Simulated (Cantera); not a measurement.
Aluminium nitride and oxide growth: Al(CH3)3 + N2O + H2

A closed system holds: 1 mol Al(CH3)3, 0.69 mol N2O, a varied amount of H2, equilibrated at 2248 K and 3.98 Torr.

Cantera equilibrium calculation (NASA polynomials, part measured and part estimated; ideal gas, pure solids and liquids). Candidate condensed phases: Al, AlN, Al2O3, C, C6H6, C7H8, C8H18, H2O; 148 gas species. The feed counts by its element totals alone. Kinetics and transport are ignored.

```csv
n(H2) (mol),log p H2,log p Al,log p H,log p CO,log p N2,n C(graphite)
1.9,-2.46,-3.24,-3.36,-3.40,-3.42,2.19
3,-2.44,-3.29,-3.36,-3.45,-3.48,2.18
4.7,-2.42,-3.36,-3.35,-3.52,-3.55,2.16
7.4,-2.40,-3.45,-3.34,-3.61,-3.64,2.13
12,-2.38,-3.58,-3.32,-3.73,-3.77,2.09
18,-2.37,-3.70,-3.32,-3.85,-3.90,2.03
28,-2.35,-3.84,-3.31,-4.00,-4.06,1.94
44,-2.34,-4.01,-3.31,-4.16,-4.23,1.81
70,-2.34,-4.19,-3.30,-4.34,-4.43,1.60
110,-2.33,-4.37,-3.30,-4.53,-4.63,1.29
```
log p: log10 of the partial pressure in bar; n: condensed amount in mol.

From 1.9 mol H2 to 110 mol H2 the condensed part is C(graphite). The main Al-bearing gas is Al throughout.
